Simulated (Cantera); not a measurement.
Cantera run:

```python
import numpy as np
import cantera as ct

gas_names = """
    CL CL2 H HCL H2 Si SiCL SiCL2 SiCL3 SiCL4 SiH SiHCL3 SiH2 SiH2CL2 SiH3 SiH3CL SiH4 Si2 Si3
""".split()
cond_names = """
    Si(cr) Si(L)
""".split()


# ... load() reads the species with a 1 bar reference pressure and builds the phases ...
atoms = {
    'Si': {'Si': 1},
    'Cl2': {'CL': 2},
    'H2': {'H': 2},
}
top_T = {}  # K; cautious upper limits of use, not melting points


# ... equilibrate(T, P, feed) seeds the gas with the atoms and calls Mixture.equilibrate('TP', solver="vcs", rtol=1e-11, max_steps=5000) ...
results = []
feed = {'Si': 1, 'Cl2': 1, 'H2': 8.5}  # mol
P = 1000000  # Pa
for T in [675, 750, 825, 900, 975, 1050, 1125, 1200, 1275, 1350, 1425, 1500, 1575, 1650]:
    mix = equilibrate(T, P, feed)
    results.append((T, P, feed, dict(zip(mix.species_names, mix.species_moles))))

top = {s: max(r[3][s] / sum(r[3][g] for g in gas_names) for r in results) for s in gas_names}
cols = sorted((s for s in top if top[s] > 1e-05), key=lambda s: -top[s])[:8]
seen = [c for c in cond_names if any(r[3].get(c, 0) > 1e-12 for r in results)]
print("log10 of partial pressures in bar; condensed amounts in mol")
print(f"{'T/K':>10s}" + "".join(f"{s[:9]:>10s}" for s in cols + seen))
for T, P, feed, n in results:
    ng = sum(n[g] for g in gas_names)
    print(f"{T:10.4g}" + "".join(f"{np.log10(max(n[s] / ng * P / 1e5, 1e-99)):10.3f}" for s in cols)
          + "".join(f"{n.get(c, 0):10.4g}" for c in seen))
```

Output:

```
log10 of partial pressures in bar; condensed amounts in mol
       T/K        H2       HCL    SiHCL3     SiCL2     SiCL4     SiCL3   SiH2CL2    SiH3CL    Si(cr)
       675     0.969    -3.127    -0.400    -7.416    -0.614    -5.344    -1.395    -3.067    0.3932
       750     0.969    -2.571    -0.411    -6.173    -0.606    -4.523    -1.350    -2.940    0.3936
       825     0.969    -2.118    -0.421    -5.160    -0.600    -3.853    -1.316    -2.841    0.3949
       900     0.969    -1.742    -0.432    -4.320    -0.596    -3.297    -1.291    -2.762    0.3976
       975     0.968    -1.427    -0.444    -3.613    -0.596    -2.831    -1.272    -2.697    0.4026
      1050     0.967    -1.159    -0.458    -3.013    -0.600    -2.435    -1.259    -2.645    0.4105
      1125     0.965    -0.929    -0.477    -2.498    -0.612    -2.100    -1.253    -2.603     0.422
      1200     0.963    -0.733    -0.503    -2.056    -0.634    -1.816    -1.255    -2.570     0.437
      1275     0.960    -0.565    -0.539    -1.676    -0.670    -1.580    -1.267    -2.548    0.4546
      1350     0.956    -0.423    -0.591    -1.352    -0.727    -1.389    -1.290    -2.536    0.4729
      1425     0.951    -0.305    -0.662    -1.081    -0.812    -1.244    -1.329    -2.535    0.4892
      1500     0.946    -0.210    -0.760    -0.859    -0.931    -1.146    -1.387    -2.546    0.5009
      1575     0.941    -0.138    -0.886    -0.686    -1.091    -1.097    -1.465    -2.569    0.5068
      1650     0.937    -0.086    -1.043    -0.557    -1.291    -1.095    -1.563    -2.604    0.5077
```

Cantera equilibrium calculation (NASA polynomials, part measured and part estimated; ideal gas, pure solids and liquids). The tables' values for SiCl3 are old estimates; treat these amounts as uncertain.
